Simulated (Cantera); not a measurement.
A closed system holds: 1 mol Si₃N₄, a varied amount of O₂, held at 1050 K and 0.110 bar.

Cantera equilibrium calculation (NASA polynomials, part measured and part estimated; ideal gas, pure solids and liquids). Candidate condensed phases: Si, SiO₂, Si₂N₂O, Si₃N₄; 16 gas species. Mutual solubility and eutectic melting of coexisting phases are not modelled. Kinetics and transport are ignored.

Task: Which condensed phases are stable at each of these points (n(O₂) (mol)): 0.8, 1.9, 2.9, 4, 5.1, 6.2, 7.2, 8.3, 9.4?

Result: 
| n(O₂) (mol) | condensed phases | Si condensed (%) |
|---|---|---|
| 0.8 | SiO₂(β-quartz) + Si₂N₂O(s) | 100.0 |
| 1.9 | SiO₂(β-quartz) + Si₂N₂O(s) | 100.0 |
| 2.9 | SiO₂(β-quartz) + Si₂N₂O(s) | 100.0 |
| 4 | SiO₂(β-quartz) | 100.0 |
| 5.1 | SiO₂(β-quartz) | 100.0 |
| 6.2 | SiO₂(β-quartz) | 100.0 |
| 7.2 | SiO₂(β-quartz) | 100.0 |
| 8.3 | SiO₂(β-quartz) | 100.0 |
| 9.4 | SiO₂(β-quartz) | 100.0 |

From 0.8 mol O₂ to 2.9 mol O₂ the condensed part is SiO₂(β-quartz) + Si₂N₂O(s). From 4 mol O₂ to 9.4 mol O₂ the condensed part is SiO₂(β-quartz).
